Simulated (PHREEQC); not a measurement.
Make-up at 25 °C: 0.51 mol MgCl2 and 0.22 mol CaCl2 per kg of water. It is in equilibrium with CO2 at log p = -3.4 (atm). Otherwise closed; pH follows from the charge balance.

The numbers come from PHREEQC with the Pitzer model, pitzer.dat.

This is a speciation only: nothing precipitates in the calculation.

Question: Predict the pH, activity of water, density.

Answer: pH 5.43; activity of water 0.961; density 1.054 g/cm³.

Question: In which forms is C present?

Answer: CO2 78 %, HCO3- 22 % of the C.

Complexes and solids missing from the database can't appear. In brines, pH and single-ion activities rest on the MacInnes convention.
